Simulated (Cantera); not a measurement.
Mixture: CH4 : O2 : N2 : H2O = 1 : 2.47 : 9.28 : 1.4 (molar parts), equivalence ratio 0.81, at 10.0 bar, adiabatic and at constant volume. Ignition delay is the time to a rise of 400 K.

Model: GRI-Mech 3.0 (53 species, 325 reactions), integrated in Cantera.

Q: What does this change do: CH4 1 to 1.3 parts?

A: 
| quantity | before | after |
|---|---|---|
| delay at 1125 K | 11.3 ms | 12.4 ms |
| delay at 1325 K | 1.07 ms | 1.21 ms |
| delay at 1525 K | 0.152 ms | 0.169 ms |
| delay at 1725 K | 27.1 µs | 29.1 µs |
| delay at 1925 K | 6.70 µs | 6.95 µs |
| apparent activation energy between 1825 and 2025 K | 190 kJ/mol | 190 kJ/mol |
